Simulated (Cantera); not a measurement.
Charge: 1 mol Si, 11 mol HBr, 1.1 mol N2, held at 1625 K and 220 Pa.

These are equilibrium values from Cantera (NASA tables, ideal gas, pure condensed phases), not measurements of a reactor. Candidate condensed phases: Br2, Si, Si3N4; 28 gas species. The tables' values for SiBr3, SiBr are old estimates; treat these amounts as uncertain. Kinetics and transport are ignored.

Base state: HBr 0.550, H2 0.148, Br 0.140, N2 0.0846, SiBr2 0.0751, SiBr3 0.00144, H 0.000578, SiBr4 0.000349 (mole fractions); condensed: gas only.

Task: What changes in the equilibrium state with this change: temperature from 1625 K to 1500 K?

Result: 
| species | before | after |
|---|---|---|
| HBr | 0.550 | 0.642 |
| H2 | 0.148 | 0.120 |
| N2 | 0.0846 | 0.0882 |
| Br | 0.140 | 0.0699 |
| SiBr2 | 0.0751 | 0.0736 |
| SiBr4 | 0.000349 | 0.00306 |
| SiBr | 6.68e-5 | 1.09e-5 |
